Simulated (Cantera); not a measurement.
## Silicon nitride deposition: SiH₄ + NH₃

Input: 1 mol SiH₄, 0.22 mol NH₃, equilibrated at 0.698 Torr.

Method: chemical equilibrium by Gibbs-energy minimisation in Cantera with the NASA 1993 tables (ideal gas, pure condensed phases). Candidate condensed phases: Si, Si₃N₄; 18 gas species. Mutual solubility and eutectic melting of coexisting phases are not modelled. The tables' values for SiN are old estimates; treat these amounts as uncertain. Gases not in the tables: Si₂H₆ and higher silanes. The numbers say what is thermodynamically allowed, not how fast it happens.

| T (K) | x H₂ | x Si | x H | x N₂ | x SiH | x Si₂ | x Si₃ | n Si(s) | n Si₃N₄(s) | n Si(l) |
|---|---|---|---|---|---|---|---|---|---|---|
| 975 | 1.00 | <1e-12 | 3.75e-8 | 5.56e-9 | <1e-12 | <1e-12 | <1e-12 | 0.835 | 0.0550 | 0 |
| 1125 | 1.000 | 7.53e-11 | 1.46e-6 | 2.56e-6 | 5.75e-11 | <1e-12 | <1e-12 | 0.835 | 0.0550 | 0 |
| 1275 | 1.000 | 2.07e-8 | 2.42e-5 | 0.000273 | 6.03e-9 | 3.97e-12 | <1e-12 | 0.836 | 0.0547 | 0 |
| 1425 | 0.989 | 1.73e-6 | 0.000222 | 0.0108 | 2.33e-7 | 1.26e-9 | 1.94e-10 | 0.873 | 0.0423 | 0 |
| 1575 | 0.954 | 6.17e-5 | 0.00133 | 0.0450 | 4.39e-6 | 1.31e-7 | 2.75e-8 | 1.000 | 0 | 0 |
| 1725 | 0.948 | 0.00109 | 0.00593 | 0.0449 | 4.63e-5 | 5.20e-6 | 1.29e-6 | 0 | 0 | 0.997 |
| 1875 | 0.925 | 0.00974 | 0.0207 | 0.0441 | 0.000265 | 7.31e-5 | 1.67e-5 | 0 | 0 | 0.974 |
| 2025 | 0.837 | 0.0626 | 0.0577 | 0.0408 | 0.00112 | 0.000689 | 0.000146 | 0 | 0 | 0.823 |
x: gas mole fraction; n: condensed amount in mol.

From 975 K to 1425 K the condensed part is Si(s) + Si₃N₄(s). At 1575 K the condensed part is Si(s). From 1725 K to 2025 K the condensed part is Si(l).
